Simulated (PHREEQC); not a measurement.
Make-up at 25 °C: 2.4 mol LiCl and 0.11 mol CaCl2 per kg of water. Closed to the air; pH follows from the charge balance.

Model: Pitzer model, pitzer.dat, run in PHREEQC.

| quantity | before | after |
|---|---|---|
| pH | 6.46 | 0.71 |
| SI of Portlandite (Ca(OH)2) | -11.07 | -22.55 |

Task: What was changed between the two runs?
A) diluted 5-fold with water
B) diluted 2-fold with water
C) LiCl left out
D) 0.085 mol/kgw HCl added
E) LiCl from 2.4 to 0.24 mol/kgw

Result: D, 0.085 mol/kgw HCl added

This is a speciation only: nothing precipitates in the calculation.
